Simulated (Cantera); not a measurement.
An isothermal, constant-pressure homogeneous reactor starts with H2 : O2 : N2 = 1.8 : 1 : 3.1 (molar parts), at 1150 K and 0.540 bar.

Computed with Cantera and the H2/O2 subset of GRI-Mech 3.0, which has no nitrogen chemistry. The temperature is held fixed by assumption; the heat of reaction is taken as removed at once.

One state of this run: x H2 = 1.76e-5; x O2 = 0.0200; x H2O2 = 9.83e-8; x HO2 = 5.19e-7; x O = 3.96e-7; x OH = 2.68e-5; x H = 1.13e-7. x: mole fraction; the columns are a selection and need not sum to one.

**Question.** Which value of t (s) does it belong to?
A) 2.50e-5
B) 8.40
C) 0.0145
D) 3.00e-6

**Answer.** C, 0.0145
